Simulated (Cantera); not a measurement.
# Thermodynamics of carbothermic reduction, feed Fe₂O₃ + CH₄ + H₂

Charge: 1 mol Fe₂O₃, 0.93 mol CH₄, a varied amount of H₂, at 1698.15 K and 1430 Torr.

These are equilibrium values from Cantera (NASA tables, ideal gas, pure condensed phases), not measurements of a reactor. Candidate condensed phases: C, C₆H₆, C₇H₈, C₈H₁₈, Fe, Fe(CO)₅, FeO, Fe(OH)₂, Fe(OH)₃, Fe₂O₃, Fe₃O₄, H₂O; 114 gas species. Mutual solubility and eutectic melting of coexisting phases are not modelled. The tables' stoichiometric FeO is somewhat more stable than real wüstite, so its field is too wide. FeO: taken at fixed stoichiometry. Kinetics and transport are ignored.

From 0.57 mol H₂ to 4.1 mol H₂ the condensed part is Fe(δ) + FeO(l). From 5.4 mol H₂ to 12 mol H₂ the condensed part is Fe(δ). The main Fe-bearing gas is Fe(OH)₂ throughout.

| n(H₂) (mol) | x H₂ | x H₂O | x CO | x CO₂ | x H | x Fe(OH)₂ | x Fe | n Fe(δ) | n FeO(l) |
|---|---|---|---|---|---|---|---|---|---|
| 0.57 | 0.492 | 0.231 | 0.243 | 0.0335 | 7.37e-5 | 1.81e-5 | 3.21e-6 | 0.819 | 1.18 |
| 0.75 | 0.502 | 0.235 | 0.231 | 0.0318 | 7.44e-5 | 1.84e-5 | 3.21e-6 | 0.876 | 1.12 |
| 1 | 0.514 | 0.241 | 0.216 | 0.0297 | 7.53e-5 | 1.89e-5 | 3.21e-6 | 0.956 | 1.04 |
| 1.3 | 0.526 | 0.247 | 0.200 | 0.0275 | 7.62e-5 | 1.93e-5 | 3.21e-6 | 1.05 | 0.948 |
| 1.7 | 0.540 | 0.253 | 0.182 | 0.0251 | 7.72e-5 | 1.98e-5 | 3.21e-6 | 1.18 | 0.820 |
| 2.3 | 0.556 | 0.261 | 0.161 | 0.0221 | 7.83e-5 | 2.05e-5 | 3.21e-6 | 1.37 | 0.629 |
| 3.1 | 0.573 | 0.269 | 0.139 | 0.0191 | 7.95e-5 | 2.11e-5 | 3.21e-6 | 1.63 | 0.373 |
| 4.1 | 0.589 | 0.276 | 0.119 | 0.0163 | 8.06e-5 | 2.16e-5 | 3.21e-6 | 1.95 | 0.0538 |
| 5.4 | 0.645 | 0.241 | 0.102 | 0.0112 | 8.44e-5 | 1.51e-5 | 3.21e-6 | 2.00 | 0 |
| 7.1 | 0.704 | 0.202 | 0.0867 | 0.00730 | 8.81e-5 | 9.68e-6 | 3.21e-6 | 2.00 | 0 |
| 9.4 | 0.758 | 0.165 | 0.0717 | 0.00458 | 9.15e-5 | 6.01e-6 | 3.21e-6 | 2.00 | 0 |
| 12 | 0.800 | 0.137 | 0.0599 | 0.00301 | 9.40e-5 | 3.91e-6 | 3.21e-6 | 2.00 | 0 |
x: gas mole fraction; n: condensed amount in mol.
